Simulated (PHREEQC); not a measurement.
Consider water at 40 °C with 0.063 mol/kgw NH4Cl, 0.024 mol/kgw Na2SO4 and 0.013 mol/kgw NaCl. Closed to the air; pH follows from the charge balance.

Model: ion-association model, phreeqc.dat, run in PHREEQC.

This is a speciation only: nothing precipitates in the calculation.

### Question
What pH does the model give?

### Answer
pH 5.28.

### Question
In which forms is Na present?

### Answer
Na+ 97 %, NaSO4- 3.1 % of the Na.

Species that the database lacks are ignored. Constants without temperature data keep their 25 °C values here.
